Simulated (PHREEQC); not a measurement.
Dissolve 0.94 mmol/kgw H4SiO4 at 25 °C. Closed to the air; pH follows from the charge balance.

Model: Pitzer model, pitzer.dat, run in PHREEQC.

Each row changes one thing in this solution. This is a speciation only: nothing precipitates in the calculation.

```csv
case,pH,ionic strength (mol/kgw),H3SiO4- (mol/kgw),SI of SiO2(a) (SiO2)
as made,6.41,3.86e-7,3.60e-7,-0.37
H4SiO4 from 0.00094 to 0.000846 mol/kgw,6.43,3.67e-7,3.40e-7,___
temperature from 25 to 75 °C,6.08,8.42e-7,5.98e-7,-0.72
temperature from 25 to 80 °C,6.05,9.00e-7,6.12e-7,-0.75
diluted 5-fold with water,6.71,1.95e-7,1.43e-7,-1.06
H4SiO4 replaced by Na2SiO3 at the same molality,10.97,___,___,-1.56
temperature from 25 to 20 °C,6.46,___,3.31e-7,-0.32
```

**Question.** Complete the blanks.

**Answer.** 
- H4SiO4 from 0.00094 to 0.000846 mol/kgw, SI of SiO2(a) (SiO2): -0.41
- H4SiO4 replaced by Na2SiO3 at the same molality, ionic strength (mol/kgw): 0.00189
- H4SiO4 replaced by Na2SiO3 at the same molality, H3SiO4- (mol/kgw): 0.000873
- temperature from 25 to 20 °C, ionic strength (mol/kgw): 3.50e-7

Complexes and solids missing from the database can't appear. At this temperature some constants are extrapolated from 25 °C, and those without enthalpy data are left unchanged.
